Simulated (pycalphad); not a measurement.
CALPHAD calculation (pycalphad, COST 507 light-alloy database (1999)), 1 atm. No gas phase is included, though pure Al would boil below 2577 °C. The database dates from 1999; later assessments differ in places, in temperatures and in the compounds included. The system is extrapolated from its subsystems; higher-order compounds may be missing. Kinetics are ignored, which matters at the lower temperatures.

Molar enthalpy of Ti-1.45Al-0.71C (at.%) in equilibrium (SER reference):

```json
[
 {"T (°C)": "2577", "H (kJ/mol)": "109.42", "phases": "liquid"},
 {"T (°C)": "2427", "H (kJ/mol)": "102.53", "phases": "liquid"},
 {"T (°C)": "2277", "H (kJ/mol)": "95.64", "phases": "liquid"},
 {"T (°C)": "2127", "H (kJ/mol)": "88.75", "phases": "liquid"},
 {"T (°C)": "1977", "H (kJ/mol)": "81.86", "phases": "liquid"},
 {"T (°C)": "1827", "H (kJ/mol)": "74.97", "phases": "liquid"},
 {"T (°C)": "1727", "H (kJ/mol)": "70.37", "phases": "liquid"},
 {"T (°C)": "1677", "H (kJ/mol)": "68.08", "phases": "liquid"},
 {"T (°C)": "1627", "H (kJ/mol)": "51.44", "phases": "bcc"},
 {"T (°C)": "1577", "H (kJ/mol)": "49.61", "phases": "bcc"},
 {"T (°C)": "1527", "H (kJ/mol)": "47.81", "phases": "bcc"},
 {"T (°C)": "1377", "H (kJ/mol)": "42.64", "phases": "bcc"},
 {"T (°C)": "1227", "H (kJ/mol)": "37.74", "phases": "bcc"},
 {"T (°C)": "1077", "H (kJ/mol)": "32.99", "phases": "bcc + fcc"},
 {"T (°C)": "927", "H (kJ/mol)": "28.26", "phases": "bcc + fcc"},
 {"T (°C)": "777", "H (kJ/mol)": "19.22", "phases": "hcp + fcc"},
 {"T (°C)": "627", "H (kJ/mol)": "14.23", "phases": "hcp + fcc"},
 {"T (°C)": "477", "H (kJ/mol)": "9.49", "phases": "hcp + fcc"},
 {"T (°C)": "327", "H (kJ/mol)": "5.00", "phases": "hcp + fcc"}
]
```

Cooling from 1677 °C to 1627 °C, across the freezing range, releases 16.6 kJ/mol, or 352 J/g. The slope is 46 J/(mol K) in the liquid and 37 J/(mol K) just below the solidus, where it includes any heat of precipitation. Liquidus 1670 °C, solidus 1668 °C. Changes were sought between steps of 50 K, so a narrower field can be missed.

The fcc model also describes the rock-salt carbide or nitride (TiC, TiN, HfC).
